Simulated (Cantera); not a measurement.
A freely propagating, adiabatic, planar premixed flame of CH4 : H2 : O2 : N2 = 1 : 0.29 : 1.53 : 5.76 (molar parts), unburnt at 650 K and 2.20 bar; unity-Lewis-number transport, grid criteria slope 0.08 and curve 0.16, no radiation.

Cantera simulation using GRI-Mech 3.0 (53 species, 325 reactions); the numbers are that mechanism's predictions, not measurements. Unity Lewis numbers drop preferential diffusion, which matters most where H2 and H carry the flame. Burning velocities carry a grid error of a few per cent, more on coarse grids.

### Question
Predict: laminar burning velocity; thermal thickness; peak x(O); peak x(CH2CO).

### Answer
* **laminar burning velocity**: 56.4 cm/s
* **thermal thickness**: 0.293 mm
* **peak x(O)**: 0.000258
* **peak x(CH2CO)**: 0.000240
